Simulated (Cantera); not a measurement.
A perfectly stirred reactor is fed with C2H6 : N2 = 1 : 190 (molar parts), at 1.01 bar; it is held at 1950 K, and followed from long to short residence time.

Computed with Cantera and GRI-Mech 3.0 (53 species, 325 reactions). GRI-Mech 3.0 stops at C3 and has no aromatics, soot or wall deposition, so with more carbon than oxygen in the feed, carbon stays in small species such as C2H2 where larger ones or solid carbon would form.

x: mole fraction; the columns are a selection and need not sum to one.

```
τ (s)    x C2H6     x CH4  x HCN     x CH3   x C2H4
------  -------  --------  -----  --------  -------
8.6     4.91e-9   2.55e-5    [?]   5.79e-6  3.99e-7
3.1     1.37e-8   4.34e-5    [?]   9.94e-6  4.91e-7
1.2     3.57e-8   7.07e-5    [?]   1.65e-5  7.00e-7
0.42    1.03e-7  0.000119    [?]   2.85e-5  1.30e-6
0.15    2.86e-7  0.000191    [?]   4.82e-5  2.91e-6
0.056   7.57e-7  0.000286    [?]   7.84e-5  6.80e-6
0.021   1.97e-6  0.000404    [?]  0.000125  1.60e-5
0.0075  5.27e-6  0.000541    [?]  0.000201  3.80e-5
0.0028  1.33e-5  0.000670    [?]  0.000313  8.32e-5
```

Problem. What belongs in the gaps?

Solution. 
- 8.6, x HCN: 0.00255
- 3.1, x HCN: 0.00211
- 1.2, x HCN: 0.00163
- 0.42, x HCN: 0.00114
- 0.15, x HCN: 0.000767
- 0.056, x HCN: 0.000523
- 0.021, x HCN: 0.000367
- 0.0075, x HCN: 0.000264
- 0.0028, x HCN: 0.000198
